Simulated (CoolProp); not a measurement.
Vapour-liquid equilibrium of R143a (1) + R1234yf (2) at -68.75 °C; x and y are mole fractions of (1).

Model: multi-fluid Helmholtz-energy mixture model, Lemmon and Jacobsen 2000 and Lemmon 2022; pair parameters Bell 2016, in CoolProp.

Give the bubble pressure and the first vapour's composition at x = 0.275, 0.575, 0.65. Is there an azeotrope?

x = 0.275: 18.40 kPa, y = 0.514; x = 0.575: 24.34 kPa, y = 0.775; x = 0.65: 25.76 kPa, y = 0.823. No azeotrope shows between x = 0.05 and 0.95.

The pair parameters rest on a limited set of measurements; away from them the model extrapolates.
